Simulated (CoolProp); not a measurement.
Vapour-liquid equilibrium of R152A (1) + isobutane (2) at -22.85 °C; x and y are mole fractions of (1).

Computed with CoolProp (multi-fluid Helmholtz-energy mixture model, Outcalt 1996 and Bücker 2006; pair parameters Bell 2016).

| x | bubble pressure (MPa) | y at the bubble point | dew pressure at overall composition x (MPa) | liquid density (mol/L) |
|---|---|---|---|---|
| 0.05 | 0.07969 | 0.227 | 0.06708 | 10.57 |
| 0.125 | 0.09700 | 0.401 | 0.07194 | 10.79 |
| 0.2 | 0.1088 | 0.495 | 0.07751 | 11.03 |
| 0.275 | 0.1167 | 0.552 | 0.08391 | 11.29 |
| 0.35 | 0.1217 | 0.590 | 0.09130 | 11.56 |
| 0.425 | 0.1249 | 0.617 | 0.09982 | 11.86 |
| 0.5 | 0.1269 | 0.638 | 0.1095 | 12.19 |
| 0.575 | 0.1280 | 0.656 | 0.1197 | 12.54 |
| 0.65 | 0.1286 | 0.674 | 0.1277 | 12.93 |
| 0.725 | 0.1286 | 0.696 | 0.1276 | 13.35 |
| 0.8 | 0.1274 | 0.728 | 0.1228 | 13.81 |
| 0.875 | 0.1242 | 0.781 | 0.1167 | 14.32 |
| 0.95 | 0.1165 | 0.878 | 0.1106 | 14.87 |

y crosses x between x = 0.65 and 0.725: the model has an azeotrope there.

Pair parameters are fitted to limited data, so mixtures are less certain than the pure fluids. With so large a gap from Raoult's law the liquid may split in two, which this calculation doesn't test in full.
